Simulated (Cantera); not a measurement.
Input (Python, Cantera):

```python
import numpy as np
import cantera as ct

surf = ct.Interface("diamond.yaml", "diamond_100")
gas, bulk = surf.adjacent["gas"], surf.adjacent["diamond"]
k = surf.kinetics_species_index(bulk.species_names[0])
cover = ["c6HH", "c6H*", "c6*H", "c6**", "c6HM", "c6B"]

rows, drift = [], 0.0
print(f"{'xCH3':>10s}{'um/h':>11s}" + "".join(f"{s:>11s}" for s in cover))
for v in [1e-06, 2.2e-06, 5.1e-06, 1.1e-05, 2.6e-05, 5.7e-05, 0.00013, 0.00029, 0.00065]:
    T, P, xH, xCH3 = 1000, 1000, 0.00043, v
    gas.TPX = T, P, {"H": xH, "CH3": xCH3, "CH4": 0.0065, "H2": 1 - xH - xCH3 - 0.0065}
    surf.TP = bulk.TP = T, P
    surf.coverages = "c6H*:0.1, c6HH:0.9"
    surf.advance_coverages(100.0)
    before = surf.coverages
    surf.advance_coverages(100.0)
    drift = max(drift, np.max(np.abs(surf.coverages - before) / (surf.coverages + 1e-9)))
    rate = surf.net_production_rates[k] * bulk.mean_molecular_weight / bulk.density * 3.6e9
    rows.append([rate, *surf[cover].coverages])
    print(f"{v:10.4g}{rate:11.4e}" + "".join(f"{x:11.3e}" for x in rows[-1][1:]))
```

It prints:

```
      xCH3       um/h       c6HH       c6H*       c6*H       c6**       c6HM        c6B
     1e-06 1.6090e-03  6.052e-01  1.798e-02  3.681e-01  8.169e-03  3.696e-04  4.366e-12
   2.2e-06 3.5368e-03  6.049e-01  1.797e-02  3.679e-01  8.159e-03  8.124e-04  9.597e-12
   5.1e-06 8.1826e-03  6.040e-01  1.794e-02  3.673e-01  8.135e-03  1.880e-03  2.220e-11
   1.1e-05 1.7577e-02  6.022e-01  1.788e-02  3.662e-01  8.087e-03  4.038e-03  4.770e-11
   2.6e-05 4.1126e-02  5.978e-01  1.775e-02  3.634e-01  7.966e-03  9.451e-03  1.116e-10
   5.7e-05 8.8316e-02  5.889e-01  1.747e-02  3.577e-01  7.727e-03  2.031e-02  2.397e-10
   0.00013 1.9222e-01  5.693e-01  1.686e-02  3.453e-01  7.207e-03  4.427e-02  5.216e-10
   0.00029 3.9025e-01  5.317e-01  1.570e-02  3.215e-01  6.249e-03  9.014e-02  1.059e-09
   0.00065 7.3063e-01  4.666e-01  1.369e-02  2.803e-01  4.719e-03  1.697e-01  1.983e-09
```

Computed with Cantera and the Harris–Goodwin 1993 mechanism for the reconstructed diamond (100) surface.
